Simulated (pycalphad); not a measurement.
An equivalent pycalphad script:

```python
from pycalphad import Database, equilibrium, calculate, variables as v
import numpy as np
db = Database('COST507.tdb')
comps = ['AL', 'MG', 'FE', 'SI', 'VA']
phases = ['AL13FE4', 'AL2FE', 'AL5FE2', 'AL5FE4', 'ALFESI_ALPHA', 'ALFESI_BETA', 'ALFESI_DELTA', 'ALFESI_GAMMA', 'ALFESI_TAU1', 'ALFESI_TAU3', 'ALMG_BETA', 'ALMG_EPS', 'ALMG_GAMMA', 'BCC_B2', 'DIAMOND_A4', 'FCC_A1', 'FE2SI', 'FE5SI3', 'FESI', 'FESI2_H', 'FESI2_L', 'HCP_A3', 'LIQUID', 'MG2SI']
eq = equilibrium(db, comps, phases, {v.X('MG'): 0.0326, v.X('FE'): 0.1065, v.X('SI'): 0.0071, v.T: np.arange(1650, 349, -50), v.P: 101325, v.N: 1}, output=['HM', 'SM'])
```

CALPHAD calculation (pycalphad, COST 507 light-alloy database (1999)), 1 atm. No gas phase is included, though pure Mg would boil below 1650 K. These are 1990s assessments: newer ones move some temperatures and phases. The system is extrapolated from its subsystems; higher-order compounds may be missing. Amounts are mole fractions of atoms. Kinetics are ignored, which matters at the lower temperatures.

Results at three of the temperatures:

```
T = 1650.00 K, P = 101325 Pa, N = 1 mol of atoms
G = -107652 J/mol, H = 44280 J/mol, S = 92.08 J/(mol K)  (SER reference)
chemical potentials (J/mol): Al -99214, Mg -137529, Fe -163289, Si -150520
phase             fraction      x(Al)      x(Mg)      x(Fe)      x(Si)
LIQUID              1.0000     0.8538     0.0326     0.1065     0.0071
```

```
T = 1000.00 K, P = 101325 Pa, N = 1 mol of atoms
G = -54376 J/mol, H = 13722 J/mol, S = 68.10 J/(mol K)  (SER reference)
chemical potentials (J/mol): Al -43399, Mg -72938, Fe -136198, Si -61865
phase             fraction      x(Al)      x(Mg)      x(Fe)      x(Si)
LIQUID              0.5772     0.9220     0.0565     0.0101     0.0115
AL13FE4             0.4228     0.7607       none     0.2382     0.0011
```

```
T = 450.00 K, P = 101325 Pa, N = 1 mol of atoms
G = -26046 J/mol, H = -9405 J/mol, S = 36.98 J/(mol K)  (SER reference)
chemical potentials (J/mol): Al -13679, Mg -21565, Fe -124392, Si -58566
phase             fraction      x(Al)      x(Mg)      x(Fe)      x(Si)
FCC_A1              0.5202     0.9688     0.0312   4.37e-09   7.43e-11
AL13FE4             0.4529     0.7649       none     0.2351   7.88e-12
MG2SI               0.0213       none     0.6667       none     0.3333
ALMG_BETA           0.0055     0.6114     0.3886       none       none
```

Changes of the phase set, refined by bisection:

```tsv
T (K)	phases above	phases below
1316.3	liquid	AL13FE4 + liquid
897.1	AL13FE4 + liquid	AL13FE4 + fcc + liquid
865.6	AL13FE4 + fcc + liquid	AL13FE4 + fcc + liquid + MG2SI
860.9	AL13FE4 + fcc + liquid + MG2SI	AL13FE4 + fcc + MG2SI
463.4	AL13FE4 + fcc + MG2SI	AL13FE4 + ALMG_BETA + fcc + MG2SI
```

Database names, with the compositions (at.%) that they take in these runs: AL13FE4: Al 76 Fe 24; MG2SI: Mg 67 Si 33; ALMG_BETA: Al 61 Mg 39. FCC_A1 is fcc. An entry "none" or "no" means that the model of the phase leaves that element out.
